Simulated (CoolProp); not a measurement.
Vapour-liquid equilibrium of R134a (1) + R141b (2) at 0.0935 MPa; x and y are mole fractions of (1).

Model: multi-fluid Helmholtz-energy mixture model, Tillner-Roth 1994 and Lemmon 2006; pair parameters Bell 2016, in CoolProp.

| x | bubble temperature, mixture model (°C) | bubble temperature, Raoult's law (°C) | y, mixture model | y, Raoult's law |
|---|---|---|---|---|
| 0.05 | 16.8 | 20.9 | 0.406 | 0.315 |
| 0.15 | 0.9 | 8.4 | 0.723 | 0.630 |
| 0.25 | -8.1 | -0.2 | 0.835 | 0.777 |
| 0.35 | -13.6 | -6.6 | 0.888 | 0.857 |
| 0.45 | -17.3 | -11.6 | 0.917 | 0.905 |
| 0.55 | -19.9 | -15.7 | 0.936 | 0.937 |
| 0.65 | -21.9 | -19.1 | 0.950 | 0.959 |
| 0.75 | -23.7 | -22.0 | 0.963 | 0.975 |
| 0.85 | -25.3 | -24.6 | 0.976 | 0.987 |
| 0.95 | -26.9 | -26.8 | 0.991 | 0.996 |

The largest gap from Raoult's law is -7.9 K in bubble temperature, at x = 0.25. No azeotrope shows between x = 0.05 and 0.95.

The pair parameters rest on a limited set of measurements; away from them the model extrapolates.
